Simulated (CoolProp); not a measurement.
A Linde-Hampson liquefier for nitrogen: isothermal reversible compression at 300 K from 1 atm to 30 MPa, throttling to 1 atm, return gas leaving the recuperator 5 K below the feed. Each further row changes one setting.

Model: reference Helmholtz-energy equation of state, Span 2000, in CoolProp.

```
case                        liquid yield per pass  compression work (kJ/kg of gas)
--------------------------  ---------------------  -------------------------------
as stated                                       …                              511
high pressure 60 MPa                            …                              591
warm-end temperature 330 K                  0.054                                …
warm-end gap 10 K                               …                              511
```

Q: Complete the blanks.

A: 
- as stated, liquid yield per pass: 0.078
- high pressure 60 MPa, liquid yield per pass: 0.069
- warm-end temperature 330 K, compression work (kJ/kg of gas): 566
- warm-end gap 10 K, liquid yield per pass: 0.066
